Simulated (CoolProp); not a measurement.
Properties of decamethylcyclopentasiloxane (D5) along the isotherm 620 K.

Values from CoolProp's reference Helmholtz-energy equation of state, Thol 2019.

```csv
p (MPa),phase,cp (kJ/(kg K)),expansivity (1/kK)
0.168,gas,1.966,2.011
0.337,gas,1.985,2.579
0.505,gas,2.014,3.444
0.674,gas,2.062,4.945
0.842,gas,2.164,8.175
1.01,gas,2.575,21.10
1.18,supercritical,3.219,…
1.35,supercritical,2.622,12.83
1.52,supercritical,2.475,9.073
1.68,supercritical,2.406,…
1.85,supercritical,2.360,6.238
2.02,supercritical,2.328,5.483
2.19,supercritical,…,4.932
2.36,supercritical,…,4.510
2.53,supercritical,2.271,4.173
2.69,supercritical,2.259,3.912
```

### Question
Complete the blanks.

### Answer

- 1.18, expansivity (1/kK): 29.07
- 1.68, expansivity (1/kK): 7.354
- 2.19, cp (kJ/(kg K)): 2.304
- 2.36, cp (kJ/(kg K)): 2.286

The peak of cp marks the crossing from liquid-like to gas-like fluid above the critical point.
